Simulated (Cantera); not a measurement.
A Cantera script and what it prints.

```python
import numpy as np
import cantera as ct

gas_names = [...]  # 151 gases of nasa_gas.yaml made of C, H, N, O, Si
cond_names = """
    C(gr) C6H6(L) C7H8(L) C8H18(L),n-octa H2O(s) H2O(L) Si(cr) Si(L) SiC(b) SiO2(Lqz) SiO2(hqz) SiO2(L)
    Si2N2O(s) Si3N4(a)
""".split()


# ... load() reads the species with a 1 bar reference pressure and builds the phases ...
atoms = {
    'TEOS': {'Si': 1, 'C': 8, 'H': 20, 'O': 4},
    'N2O': {'N': 2, 'O': 1},
    'N2': {'N': 2},
}
top_T = {'C(gr)': 4500, 'SiC(b)': 3050, 'Si2N2O(s)': 2100, 'Si3N4(a)': 2400}  # K; cautious upper limits of use, not melting points


# ... equilibrate(T, P, feed) seeds the gas with the atoms and calls Mixture.equilibrate('TP', solver="vcs", rtol=1e-11, max_steps=5000) ...
results = []
feed = {'TEOS': 1, 'N2O': 0.4, 'N2': 18}  # mol
P = 11  # Pa
for T in [875, 950, 1025, 1100, 1175, 1250, 1325, 1400]:
    mix = equilibrate(T, P, feed)
    results.append((T, P, feed, dict(zip(mix.species_names, mix.species_moles))))
    x = sorted(zip(gas.X, gas.species_names), reverse=True)
    print(f"T = {T:g} K  P = {P:g} Pa  gas = {mix.phase_moles(0):.4g} mol")
    print("   x: " + "  ".join(f"{s} {v:.3e}" for v, s in x if v > 0.001))
    print("   condensed (mol): " + ("  ".join(f"{mix.phase(i).name} {mix.phase_moles(i):.4g}"
          for i in range(1, mix.n_phases) if mix.phase_moles(i) > 1e-12) or "none"))
```

Output:

```
T = 875 K  P = 11 Pa  gas = 30.8 mol
   x: N2 5.974e-01  H2 3.247e-01  CO 7.790e-02
   condensed (mol): C(gr) 5.6  SiO2(hqz) 1
T = 950 K  P = 11 Pa  gas = 30.8 mol
   x: N2 5.974e-01  H2 3.247e-01  CO 7.792e-02
   condensed (mol): C(gr) 5.6  SiO2(hqz) 1
T = 1025 K  P = 11 Pa  gas = 31.8 mol
   x: N2 5.629e-01  H2 3.145e-01  CO 1.226e-01
   condensed (mol): C(gr) 4.1  Si2N2O(s) 0.5
T = 1100 K  P = 11 Pa  gas = 31.8 mol
   x: N2 5.629e-01  H2 3.145e-01  CO 1.226e-01
   condensed (mol): C(gr) 4.1  Si2N2O(s) 0.5
T = 1175 K  P = 11 Pa  gas = 31.8 mol
   x: N2 5.629e-01  H2 3.144e-01  CO 1.226e-01
   condensed (mol): C(gr) 4.099  Si2N2O(s) 0.5
T = 1250 K  P = 11 Pa  gas = 31.8 mol
   x: N2 5.629e-01  H2 3.144e-01  CO 1.226e-01
   condensed (mol): C(gr) 4.099  Si2N2O(s) 0.4997
T = 1325 K  P = 11 Pa  gas = 32.8 mol
   x: N2 5.609e-01  H2 3.048e-01  CO 1.340e-01
   condensed (mol): C(gr) 2.604  SiC(b) 0.9962
T = 1400 K  P = 11 Pa  gas = 32.8 mol
   x: N2 5.608e-01  H2 3.046e-01  CO 1.340e-01
   condensed (mol): C(gr) 2.604  SiC(b) 0.9945
```

Method: chemical equilibrium by Gibbs-energy minimisation in Cantera with the NASA 1993 tables (ideal gas, pure condensed phases). The feed counts by its element totals alone.
